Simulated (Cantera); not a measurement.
Charge: 1 mol CH₃Cl, 0.07 mol H₂, at 2123.15 K and 100000 Pa.

Equilibrium computed with Cantera from the NASA thermochemical tables; the gas is ideal and each condensed phase is pure. Candidate condensed phases: C, C₆H₆, C₇H₈, C₈H₁₈; 91 gas species. The numbers say what is thermodynamically allowed, not how fast it happens.

Base state: H₂ 0.514, HCl 0.480, H 0.00258, Cl 0.00176, C₂H₂ (acetylene) 0.000853, CH₄ 8.26e-5 (mole fractions); condensed: C(graphite).

Question: What changes in the equilibrium state with this change: temperature from 2123.15 K to 3173.15 K?

Answer: 
```tsv
species	before	after
H₂	0.514	0.375
HCl	0.480	0.325
H	0.00258	0.160
Cl	0.00176	0.0936
C₂H₂ (acetylene)	0.000853	0.0375
C₃	<1e-9	0.00178
C	<1e-9	0.000240
C(graphite), mol	0.996	0.769
```
The tables' values for CCl are old estimates; treat these amounts as uncertain.

Question: What changes in the equilibrium state with this change: temperature from 2123.15 K to 2850 K?

Answer: 
```tsv
species	before	after
H₂	0.514	0.458
HCl	0.480	0.416
H	0.00258	0.0658
Cl	0.00176	0.0411
C₂H₂ (acetylene)	0.000853	0.0180
C₃	<1e-9	5.78e-5
C	<1e-9	1.13e-5
C₂H	1.18e-7	0.000354
C(graphite), mol	0.996	0.915
```
